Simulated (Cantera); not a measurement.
# Thermodynamics of carbon deposition, reforming and gasification, feed C3H8 + H2 + N2

Input: 1 mol C3H8, 20 mol H2, 0.79 mol N2.

Method: chemical equilibrium by Gibbs-energy minimisation in Cantera with the NASA 1993 tables (ideal gas, pure condensed phases). Candidate condensed phases: C, C6H6, C7H8, C8H18; 92 gas species. The ideal-gas law is rough above about 30 bar. Kinetics and transport are ignored.

**Question.** Map the stable condensed phases over T = 825, 925, 1025, 1125, 1225, 1325, 1425, 1525, 1625, 1725 °C and P in Pa = 10, 72, 520, 3700, 27000, 190000, 1400000, 10000000.

**Answer.** 
```
T in °C \ P in Pa
               10       72      520     3700    27000   190000  1400000 10000000
   1725         A        A        A        A        A        A        A        A
   1625         A        A        A        A        A        A        A        A
   1525         A        A        A        A        A        A        A        A
   1425         A        A        A        A        A        A        A        A
   1325         A        A        A        A        A        A        A        A
   1225         A        A        A        A        A        A        A        B
   1125         A        A        A        A        A        A        A        B
   1025         A        A        A        A        A        A        A        B
    925         A        A        A        A        A        A        B        B
    825         A        A        A        A        A        A        B        B
```
A: C; B: gas only.
